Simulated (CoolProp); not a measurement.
A single-stage vapour-compression cycle with R21: evaporating at 236.15 K (dew point), condensing at 271.15 K (bubble point), superheat 10 K, subcooling 2 K, compressor efficiency 0.6, no pressure losses. Each further row changes one setting.

The numbers come from the reference Helmholtz-energy equation of state, Platzer 1990 in CoolProp. This equation is an older, rougher fit; its heat capacities, sound speeds and derivatives of the liquid may be far off and weren't checked against measurements.

```tsv
case	cooling COP	pressure ratio	discharge temperature (K)	refrigerating effect (kJ/kg)	volumetric capacity (kJ/m³)
as stated	___	5.73	356.5	235	135
evaporating temperature 241.15 K	___	___	343.8	238	179
condensing temperature 266.15 K	___	4.62	342.4	240	138
subcooling 7 K	___	5.73	356.5	240	138
superheat 20 K	3.55	5.73	___	241	133
compressor efficiency 0.5	3.00	5.73	376.2	235	135
```

Task: Fill in the missing entries.

Result: 
- as stated, cooling COP: 3.61
- evaporating temperature 241.15 K, cooling COP: 4.37
- evaporating temperature 241.15 K, pressure ratio: 4.31
- condensing temperature 266.15 K, cooling COP: 4.27
- subcooling 7 K, cooling COP: 3.68
- superheat 20 K, discharge temperature (K): 368.7
